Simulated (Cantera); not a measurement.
A freely propagating, adiabatic, planar premixed flame of H2 : O2 : N2 = 1 : 0.238 : 0.833 (molar parts), unburnt at 550 K and 6.90 bar; mixture-averaged transport, grid criteria slope 0.08 and curve 0.16, no radiation.

Model: the H2/O2 subset of GRI-Mech 3.0, which has no nitrogen chemistry, integrated in Cantera. The hydrogen kinetics of GRI-Mech 3.0 are dated; newer H2 mechanisms differ, most at raised pressure. Burning velocities carry a grid error of a few per cent, more on coarse grids.

Q: Predict: laminar burning velocity; thermal thickness; peak x(HO2); peak x(H2O2); peak x(O); peak x(H).

A: 
```
Property                      Value
------------------------  ---------
laminar burning velocity   794 cm/s
thermal thickness         0.0368 mm
peak x(HO2)                 0.00113
peak x(H2O2)                7.03e-5
peak x(O)                   0.00206
peak x(H)                    0.0497
```
